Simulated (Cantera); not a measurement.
A perfectly stirred reactor is fed with CH4 : H2 : O2 : N2 = 1 : 0.04 : 1.35 : 10.2 (molar parts), equivalence ratio 1.5, at 6000 Torr; it is adiabatic with a 773 K inlet, and is followed from long to short residence time, starting on the burning branch (τ in s: 0.042, 0.017, 0.0068, 0.0027, 0.0011, 0.00044, 0.00018, 7.1e-05, 2.9e-05).

Detailed kinetics in Cantera: GRI-Mech 3.0 (53 species, 325 reactions).

Task: What does this change do: inlet temperature 773 to 400 K?

Result: 
```json
[
 {"quantity": "blow-out, bracketed by the residence times tried", "before": "burning at 2.70 ms, out at 1.10 ms", "after": "burning at 17.0 ms, out at 6.80 ms"},
 {"quantity": "x(CH4) at τ = 42.0 ms", "before": "0.00592", "after": "0.0127"},
 {"quantity": "x(H2) at τ = 42.0 ms", "before": "0.0315", "after": "0.0217"},
 {"quantity": "x(O2) at τ = 42.0 ms", "before": "0.000881", "after": "0.00606"},
 {"quantity": "x(HCN) at τ = 42.0 ms", "before": "3.44e-6", "after": "1.82e-8"},
 {"quantity": "x(C2H) at τ = 42.0 ms", "before": "1.85e-8", "after": "3.16e-10"},
 {"quantity": "x(CH4) at τ = 1.10 ms", "before": "0.0794", "after": "0.0794"},
 {"quantity": "x(H2) at τ = 1.10 ms", "before": "0.00318", "after": "0.00318"},
 {"quantity": "x(O2) at τ = 1.10 ms", "before": "0.107", "after": "0.107"},
 {"quantity": "x(HCN) at τ = 1.10 ms", "before": "<1e-12", "after": "<1e-12"},
 {"quantity": "x(C2H) at τ = 1.10 ms", "before": "<1e-12", "after": "<1e-12"}
]
```

Task: What does this change do: 0.27 parts CO2 added?

Result: 
```csv
quantity,before,after
"blow-out, bracketed by the residence times tried","burning at 2.70 ms, out at 1.10 ms","burning at 2.70 ms, out at 1.10 ms"
x(CH4) at τ = 42.0 ms,0.00592,0.00617
x(H2) at τ = 42.0 ms,0.0315,0.0259
x(O2) at τ = 42.0 ms,0.000881,0.00119
x(HCN) at τ = 42.0 ms,3.44e-6,2.03e-6
x(C2H) at τ = 42.0 ms,1.85e-8,1.30e-8
x(CH4) at τ = 1.10 ms,0.0794,0.0778
x(H2) at τ = 1.10 ms,0.00318,0.00311
x(O2) at τ = 1.10 ms,0.107,0.105
x(HCN) at τ = 1.10 ms,<1e-12,<1e-12
x(C2H) at τ = 1.10 ms,<1e-12,<1e-12
```
